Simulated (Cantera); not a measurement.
Standard-state values (1 bar) from the NASA 1993 polynomials, evaluated with Cantera. Values are per mole of reaction as written; species without (g) are pure solids or liquids, kept so even where they would boil at 1 bar.

4 SO₂(g) + 3 Fe = 2 FeSO₄ + FeS₂, with ΔH° = -841.9 kJ and ΔS° = -779.8 J/K at 300 K.

Task: How far is the shortcut ΔG° ≈ ΔH°(300 K) − T·ΔS°(300 K) from the full temperature-dependent value at 725, 750, 775, 800, 825, 850, 875, 900, 925 K?

Result: 
| T (K) | shortcut (kJ) | full (kJ) | difference (kJ) | difference in log10 K |
|---|---|---|---|---|
| 725 | -276.6 | -286.1 | 9.5 | -0.69 |
| 750 | -257.1 | -267.7 | 10.6 | -0.74 |
| 775 | -237.6 | -249.4 | 11.8 | -0.79 |
| 800 | -218.1 | -231.1 | 13.0 | -0.85 |
| 825 | -198.6 | -212.8 | 14.2 | -0.90 |
| 850 | -179.1 | -194.6 | 15.5 | -0.95 |
| 875 | -159.6 | -176.4 | 16.8 | -1.01 |
| 900 | -140.1 | -158.3 | 18.2 | -1.06 |
| 925 | -120.6 | -140.2 | 19.6 | -1.11 |
The shortcut ignores the heat-capacity change of the reaction.
